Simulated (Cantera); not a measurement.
Cantera run:

```python
import numpy as np
import cantera as ct

gas_names = """
    H H2 Pb Pb2
""".split()
cond_names = """
    Pb(cr) Pb(L)
""".split()


def load(file, names, dense=False):
    # The tables refer to 1 bar. Condensed volumes are neglected.
    table = {s.name: s for s in ct.Species.list_from_file(file)}
    out = []
    for n in names:
        d = dict(table[n].input_data)
        d["thermo"] = dict(d["thermo"], **{"reference-pressure": 1e5})
        if dense:
            d["equation-of-state"] = {"model": "constant-volume", "density": "1e6 g/cm^3"}
        out.append(ct.Species.from_dict(d))
    return out


gas = ct.Solution(thermo="ideal-gas", species=load("nasa_gas.yaml", gas_names))
cond = {s.name: ct.Solution(thermo="fixed-stoichiometry", species=[s], name=s.name)
        for s in load("nasa_condensed.yaml", cond_names, dense=True)}
atoms = {
    'Pb': {'Pb': 1},
    'H2': {'H': 2},
}
top_T = {}  # K; cautious upper limits of use, not melting points


def equilibrate(T, P, feed):
    n = {}
    for name, mol in feed.items():
        for a, k in atoms[name].items():
            n[a] = n.get(a, 0.0) + k * mol
    gas.TPX = T, P, n
    mass = sum(n.values()) * gas.mean_molecular_weight
    gas.equilibrate("TP")
    valid = [c for c in cond.values() if c.min_temp <= T <= top_T.get(c.name, c.max_temp)]
    mix = ct.Mixture([(gas, mass / gas.mean_molecular_weight)] + [(c, 0.0) for c in valid])
    mix.T, mix.P = T, P
    mix.equilibrate("TP", solver="vcs", rtol=1e-11, max_steps=5000)
    return mix


results = []
feed = {'Pb': 1, 'H2': 28}  # mol
P = 2200  # Pa
for T in [1023, 1123, 1223, 1323, 1423, 1523, 1623]:
    mix = equilibrate(T, P, feed)
    results.append((T, P, feed, dict(zip(mix.species_names, mix.species_moles))))

top = {s: max(r[3][s] / sum(r[3][g] for g in gas_names) for r in results) for s in gas_names}
cols = sorted((s for s in top if top[s] > 0.0001), key=lambda s: -top[s])[:7]
seen = [c for c in cond_names if any(r[3].get(c, 0) > 1e-12 for r in results)]
print("log10 of partial pressures in bar; condensed amounts in mol")
print(f"{'T/K':>10s}" + "".join(f"{s[:9]:>10s}" for s in cols + seen))
for T, P, feed, n in results:
    ng = sum(n[g] for g in gas_names)
    print(f"{T:10.4g}" + "".join(f"{np.log10(max(n[s] / ng * P / 1e5, 1e-99)):10.3f}" for s in cols)
          + "".join(f"{n.get(c, 0):10.4g}" for c in seen))
```

Output:

```
log10 of partial pressures in bar; condensed amounts in mol
       T/K        H2        Pb         H     Pb(L)
      1023    -1.658    -4.574    -9.212     0.966
      1123    -1.661    -3.738    -8.201    0.7655
      1223    -1.673    -3.120    -7.358         0
      1323    -1.673    -3.120    -6.636         0
      1423    -1.673    -3.120    -6.014         0
      1523    -1.673    -3.120    -5.473         0
      1623    -1.673    -3.120    -4.997         0
```

These are equilibrium values from Cantera (NASA tables, ideal gas, pure condensed phases), not measurements of a reactor.
